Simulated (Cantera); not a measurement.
Transport properties of process gases

Gas mixture: O2 = 0.63 (molar parts), at 101000 Pa, frozen composition.

Cantera's kinetic-theory transport with the Lennard-Jones parameters of GRI-Mech 3.0, ideal gas; thermal conductivity in the multicomponent form.

| T (K) | ρ (kg/m³) | cp (J/kg/K) | μ (µPa s) | λ (mW/m/K) | Pr | D (cm²/s) OH | D (cm²/s) H | D (cm²/s) C2H2 |
|---|---|---|---|---|---|---|---|---|
| 400 | 0.975 | 941.4 | 25.6 | 33.9 | 0.712 | 0.533 | 2.12 | 0.280 |
| 600 | 0.650 | 1003 | 34.1 | 48.1 | 0.710 | 1.06 | 4.29 | 0.571 |
| 800 | 0.487 | 1055 | 41.4 | 61.5 | 0.710 | 1.72 | 6.99 | 0.935 |
| 1000 | 0.390 | 1090 | 47.9 | 73.7 | 0.709 | 2.50 | 10.2 | 1.36 |
| 1200 | 0.325 | 1114 | 54.0 | 84.9 | 0.708 | 3.38 | 13.8 | 1.85 |
| 1400 | 0.279 | 1134 | 59.7 | 95.6 | 0.708 | 4.37 | 17.8 | 2.40 |
| 1600 | 0.244 | 1151 | 65.1 | 106 | 0.708 | 5.45 | 22.3 | 2.99 |
D: mixture-averaged diffusion coefficient of that species in the mixture.
